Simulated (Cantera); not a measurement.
A closed system holds: 1 mol SiHCl3, 0.082 mol C2H4, 8 mol H2, at 6300 Pa.

Equilibrium computed with Cantera from the NASA thermochemical tables; the gas is ideal and each condensed phase is pure. Candidate condensed phases: C, C6H6, C7H8, C8H18, Si, SiC; 109 gas species. Mutual solubility and eutectic melting of coexisting phases are not modelled. Gases not in the tables: Si2H6 and higher silanes. Equilibrium is a limit: real reactors are often held back by kinetics, nucleation or transport.

Q: Which condensed phases are stable at each of these points (T (°C)): 875, 925, 975, 1025, 1075, 1125, 1175, 1225, 1275, 1325, 1375, 1425?

A: 
```
T (°C)  condensed phases  Si condensed (%)
------  ----------------  ----------------
875       Si(s) + SiC(s)              29.4
925       Si(s) + SiC(s)              30.3
975       Si(s) + SiC(s)              30.2
1025      Si(s) + SiC(s)              29.0
1075      Si(s) + SiC(s)              27.0
1125      Si(s) + SiC(s)              24.8
1175      Si(s) + SiC(s)              22.9
1225      Si(s) + SiC(s)              21.3
1275      Si(s) + SiC(s)              20.1
1325      Si(s) + SiC(s)              19.1
1375      Si(s) + SiC(s)              18.2
1425      Si(l) + SiC(s)              17.8
```

From 875 °C to 1375 °C the condensed part is Si(s) + SiC(s). At 1425 °C the condensed part is Si(l) + SiC(s).
